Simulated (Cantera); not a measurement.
Mixture: CH4 : O2 : N2 : H2O = 1 : 1.82 : 6.84 : 2.1 (molar parts), equivalence ratio 1.1, at 3750 Torr, adiabatic and at constant pressure. Ignition delay is the time to a rise of 400 K.

Model: GRI-Mech 3.0 (53 species, 325 reactions), integrated in Cantera.

Predict: delay at 1250 K; delay at 1400 K; delay at 1550 K; delay at 1700 K; delay at 1850 K; apparent activation energy between 1700 and 1850 K.


```
Property                                                Result
--------------------------------------------------  ----------
delay at 1250 K                                        7.06 ms
delay at 1400 K                                        1.43 ms
delay at 1550 K                                       0.311 ms
delay at 1700 K                                        76.3 µs
delay at 1850 K                                        23.5 µs
apparent activation energy between 1700 and 1850 K  210 kJ/mol
```
